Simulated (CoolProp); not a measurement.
The numbers come from the reference Helmholtz-energy equation of state, Lemmon 2006 in CoolProp. It is a short technical equation, of lower accuracy than the large ones.

Task: For n-nonane, give the phase and the cp (kJ/(kg K)), conductivity (mW/(m K)) at 316.45 °C and 0.101 MPa.

Result: 
- 316.45 °C and 0.101 MPa: gas; cp 2.83, conductivity 39.8

Thermal conductivity comes from a separate model (Huber 2005).
